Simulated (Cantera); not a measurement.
# Equilibrium for tantalum, niobium, vanadium and zirconium in process gases: V + N2 + H2

Feed: 1 mol V, 0.31 mol N2, 440 mol H2, equilibrated at 0.440 Pa.

Method: chemical equilibrium by Gibbs-energy minimisation in Cantera with the NASA 1993 tables (ideal gas, pure condensed phases). Candidate condensed phases: V, VN; 11 gas species. Condensed phases not in the tables: V2N, N, O or C dissolved in the metal. Rates play no part.

| T (K) | log p H2 | log p H | log p V | log p N2 | n V(s) |
|---|---|---|---|---|---|
| 1348 | -5.36 | -8.31 | -12.06 | -8.51 | 1.000 |
| 1423 | -5.36 | -7.86 | -11.01 | -8.51 | 0.999 |
| 1498 | -5.36 | -7.45 | -10.08 | -8.51 | 0.992 |
| 1573 | -5.37 | -7.07 | -9.23 | -8.51 | 0.940 |
| 1648 | -5.38 | -6.74 | -8.46 | -8.52 | 0.645 |
| 1723 | -5.40 | -6.44 | -8.02 | -8.53 | 0 |
| 1798 | -5.43 | -6.17 | -8.04 | -8.54 | 0 |
| 1873 | -5.49 | -5.94 | -8.06 | -8.57 | 0 |
| 1948 | -5.59 | -5.74 | -8.10 | -8.61 | 0 |
| 2023 | -5.74 | -5.59 | -8.15 | -8.66 | 0 |
log p: log10 of the partial pressure in bar; n: condensed amount in mol.

From 1348 K to 1648 K the condensed part is V(s). From 1723 K to 2023 K nothing is condensed. The main V-bearing gas is V throughout.
